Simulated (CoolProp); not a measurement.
Model: reference Helmholtz-energy equation of state, Akasaka 2023, in CoolProp.

Task: For R1336mzz(E), give the phase and the Z, Joule-Thomson coefficient (K/MPa) at 403.3 K and 320 kPa.

Result: 
- 403.3 K and 320 kPa: gas; Z 0.957, Joule-Thomson coefficient 11.2
